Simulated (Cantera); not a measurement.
**Titanium nitride, carbide and oxide coatings: Ti(OiPr)4 + H2O**

Charge: 1 mol Ti(OiPr)4, 11 mol H2O, at 0.133 bar.

Method: chemical equilibrium by Gibbs-energy minimisation in Cantera with the NASA 1993 tables (ideal gas, pure condensed phases). Candidate condensed phases: C, C6H6, C7H8, C8H18, H2O, Ti, TiC, TiO, TiO2, Ti2O3, Ti3O5, Ti4O7; 113 gas species. The feed counts by its element totals alone. Condensed phases not in the tables: Magnéli phases beyond Ti4O7. The numbers say what is thermodynamically allowed, not how fast it happens.

```
T (K)   x H2   x CO   x H2O    x CO2       x H     x OH    x CH4    x TiO2  n TiO2(rutile)  n Ti4O7(s)  n Ti3O5(s)
-----  -----  -----  ------  -------  --------  -------  -------  --------  --------------  ----------  ----------
1375   0.654  0.319  0.0219  0.00516   7.59e-6  4.57e-9  1.66e-6    <1e-12            1.00           0           0
1475   0.653  0.320  0.0226  0.00445   2.87e-5  2.60e-8  4.21e-7  3.24e-12            1.00           0           0
1575   0.652  0.320  0.0231  0.00391   9.19e-5  1.18e-7  1.28e-7  7.91e-11            1.00           0           0
1675   0.646  0.320  0.0294  0.00439  0.000256  5.62e-7  3.49e-8   1.27e-9               0       0.250           0
1775   0.645  0.320  0.0298  0.00397  0.000637  1.83e-6  1.39e-8   1.31e-8               0       0.250           0
1875   0.642  0.320  0.0321  0.00389   0.00144  5.61e-6  5.68e-9   1.05e-7               0           0       0.333
1975   0.641  0.320  0.0324  0.00360   0.00300  1.44e-5  2.72e-9   6.42e-7               0           0       0.333
```
x: gas mole fraction; n: condensed amount in mol.

From 1375 K to 1575 K the condensed part is TiO2(rutile). From 1675 K to 1775 K the condensed part is Ti4O7(s). From 1875 K to 1975 K the condensed part is Ti3O5(s).
